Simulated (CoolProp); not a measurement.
Computed with CoolProp (reference Helmholtz-energy equation of state, de Vries 1995).

### Question
For R124, give the phase and the speed of sound (m/s), Joule-Thomson coefficient (K/MPa) at -134.55 °C and 11.9 bar.

### Answer
- -134.55 °C and 11.9 bar: liquid; speed of sound 1210, Joule-Thomson coefficient -0.477
